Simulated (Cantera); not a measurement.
Charge: 1 mol SiHCl3, 0.0069 mol Cl2, a varied amount of H2, held at 1323.15 K and 0.230 bar.

Cantera equilibrium calculation (NASA polynomials, part measured and part estimated; ideal gas, pure solids and liquids). Candidate condensed phases: Si; 19 gas species. Rates play no part.

Task: What share of the Si ends up in condensed phases as a function of n(H2) (mol), at 26, 33, 43, 55, 72, 93, 120, 160, 200, 260, 340, 440?

Result: 
| n(H2) (mol) | Si condensed (%) | as |
|---|---|---|
| 26 | 46.6 | Si(s) |
| 33 | 52.0 | Si(s) |
| 43 | 58.2 | Si(s) |
| 55 | 64.1 | Si(s) |
| 72 | 70.2 | Si(s) |
| 93 | 75.6 | Si(s) |
| 120 | 80.3 | Si(s) |
| 160 | 84.8 | Si(s) |
| 200 | 87.6 | Si(s) |
| 260 | 90.3 | Si(s) |
| 340 | 92.5 | Si(s) |
| 440 | 94.2 | Si(s) |
